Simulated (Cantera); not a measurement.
An adiabatic, constant-volume homogeneous reactor starts with 17.4 % H₂, 7.92 % O₂, 71.2 % N₂, 3.48 % H₂O, equivalence ratio 1.1, at 1300 K and 1.00 bar.

Computed with Cantera and the H2/O2 subset of GRI-Mech 3.0, which has no nitrogen chemistry.

Predict: time of steepest temperature rise; temperature at 0.200 s; equilibrium temperature; x(H₂) at 0.200 s; x(O₂) at 0.200 s; x(H₂O) at 0.200 s; x(OH) at 0.200 s; x(O) at 0.200 s.


| Property | Result |
|---|---|
| time of steepest temperature rise | 52.2 µs |
| temperature at 0.200 s | 2546 K |
| equilibrium temperature | 2546 K |
| x(H₂) at 0.200 s | 0.0233 (gas-phase equilibrium 0.0233) |
| x(O₂) at 0.200 s | 0.00218 (gas-phase equilibrium 0.00218) |
| x(H₂O) at 0.200 s | 0.197 (gas-phase equilibrium 0.197) |
| x(OH) at 0.200 s | 0.00644 (gas-phase equilibrium 0.00644) |
| x(O) at 0.200 s | 0.000631 (gas-phase equilibrium 0.000631) |
